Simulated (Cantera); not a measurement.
A perfectly stirred reactor is fed with CH4 : CO2 : H2 = 1 : 1.4 : 0.073 (molar parts), at 4.40 bar; it is held at 2048 K, and followed from long to short residence time.

Cantera simulation using GRI-Mech 3.0 (53 species, 325 reactions); the numbers are that mechanism's predictions, not measurements.

**Question.** What does this change do: temperature 2048 to 1400 K?

**Answer.** 
```
quantity                 before     after
----------------------  -------  --------
x(CH4) at τ = 0.430 s   0.00252     0.340
x(CO2) at τ = 0.430 s    0.0212     0.513
x(H2) at τ = 0.430 s      0.385    0.0634
x(CO) at τ = 0.430 s      0.514    0.0299
x(C2H6) at τ = 0.430 s  1.84e-7  0.000486
x(CH4) at τ = 15.0 ms    0.0141     0.402
x(CO2) at τ = 15.0 ms    0.0446     0.565
x(H2) at τ = 15.0 ms      0.315    0.0308
x(CO) at τ = 15.0 ms      0.464  0.000506
x(C2H6) at τ = 15.0 ms  6.89e-6  0.000459
```
